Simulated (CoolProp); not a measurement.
Properties of C3F8 (R218) along the isotherm 166.85 °C (Tc = 71.9 °C, pc = 2640 kPa, ω = 0.317).

Values from CoolProp's reference Helmholtz-energy equation of state, Lemmon 2006. It is a short technical equation, of lower accuracy than the large ones.

```tsv
p (kPa)	phase	speed of sound (m/s)	isothermal compressibility (1/MPa)	conductivity (mW/(m K))
943	gas	136.8	1.116	25.5
1890	gas	130.7	0.5892	26.4
2830	supercritical	125.0	0.4169	27.4
3770	supercritical	(withheld)	0.3285	28.7
4710	supercritical	117.9	0.2689	30.1
5660	supercritical	118.2	0.2200	31.5
6600	supercritical	121.6	0.1774	32.9
7540	supercritical	128.0	0.1405	34.2
8490	supercritical	(withheld)	0.1097	35.3
9430	supercritical	147.6	0.08617	36.3
10400	supercritical	159.6	0.06816	37.2
11300	supercritical	170.9	0.05586	38.0
12300	supercritical	(withheld)	0.04577	38.7
13200	supercritical	194.5	0.03896	39.4
```

Task: Complete the blanks.

Result: 
- 3770, speed of sound (m/s): 120.4
- 8490, speed of sound (m/s): 137.0
- 12300, speed of sound (m/s): 183.4

Thermal conductivity comes from a separate model (Huber 2003), an estimate that may be off by 10 % or more.
